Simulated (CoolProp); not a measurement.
Toluene at 366.15 K and 9.1 MPa is throttled through a valve to 3.06 MPa with no heat exchange. Each further row changes one setting.

Computed with CoolProp (reference Helmholtz-energy equation of state, Lemmon 2006). It is a short technical equation, of lower accuracy than the large ones.

| case | temperature change (K) | final density (kg/m³) |
|---|---|---|
| as stated | +2.2 | 798 |
| outlet pressure 0.918 MPa | +3.0 | 795 |
| outlet pressure 3.98 MPa | +1.9 | 800 |
